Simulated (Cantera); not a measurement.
Gas mixture: 100 % O2, at 7500 Torr, frozen composition.

Cantera's kinetic-theory transport with the Lennard-Jones parameters of GRI-Mech 3.0, ideal gas; thermal conductivity in the multicomponent form.

D: mixture-averaged diffusion coefficient of that species in the mixture.

| T (K) | ρ (kg/m³) | cp (J/kg/K) | μ (µPa s) | λ (mW/m/K) | Pr | D (cm²/s) NO | D (cm²/s) H2 | D (cm²/s) NH3 |
|---|---|---|---|---|---|---|---|---|
| 400 | 9.62 | 941.4 | 25.6 | 33.9 | 0.712 | 0.0344 | … | 0.0390 |
| 500 | 7.70 | 971.4 | 30.0 | 41.1 | 0.711 | 0.0504 | … | 0.0591 |
| 600 | 6.41 | 1003 | 34.1 | 48.1 | 0.710 | 0.0688 | … | 0.0823 |
| 700 | 5.50 | 1031 | 37.8 | 54.9 | 0.710 | 0.0892 | … | 0.108 |
| 800 | 4.81 | 1055 | 41.4 | 61.5 | 0.710 | 0.112 | … | 0.137 |
| 900 | 4.28 | 1074 | 44.7 | 67.7 | 0.709 | 0.136 | … | 0.169 |
| 1000 | 3.85 | 1090 | 47.9 | 73.7 | 0.709 | 0.162 | … | 0.202 |
| 1100 | 3.50 | 1103 | 51.0 | 79.4 | 0.709 | 0.190 | … | 0.238 |
| 1200 | 3.21 | 1114 | 54.0 | 84.9 | 0.708 | 0.220 | … | 0.277 |

Task: Complete the blanks.

Result: 
- 400, D (cm²/s) H2: 0.133
- 500, D (cm²/s) H2: 0.194
- 600, D (cm²/s) H2: 0.263
- 700, D (cm²/s) H2: 0.341
- 800, D (cm²/s) H2: 0.425
- 900, D (cm²/s) H2: 0.517
- 1000, D (cm²/s) H2: 0.616
- 1100, D (cm²/s) H2: 0.722
- 1200, D (cm²/s) H2: 0.834
